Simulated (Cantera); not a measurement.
A jet of CH4 : O2 : N2 = 0.023 : 0.089 : 0.79 (molar parts), equivalence ratio 0.52 at 300 K and 90.0 Torr hits a platinum plate 6.9 cm away at a mass flux of 0.029 kg/m²/s; the plate temperature is set and raised in steps from an oxygen-covered start.

Model: Deutschmann's 1995 Pt surface mechanism with GRI-Mech 3.0 gas chemistry, integrated in Cantera. Catalytic surfaces can have several steady states; this one follows from the mechanism file's or the stated starting coverage.

One state of this run: wall x CH4 = 0.00283; wall x O2 = 0.0508; wall x H2O = 0.0419; wall x OH = 1.13e-6; wall x CO = 3.72e-6; wall x CO2 = 0.0275; θ free Pt = 0.495; θ O* = 0.504; θ OH* = 0.00116. x: mole fraction at the wall; θ: surface coverage.

### Question
Which value of plate T (K) does it belong to?
A) 1000
B) 1050
C) 1100
D) 900

### Answer
C, 1100
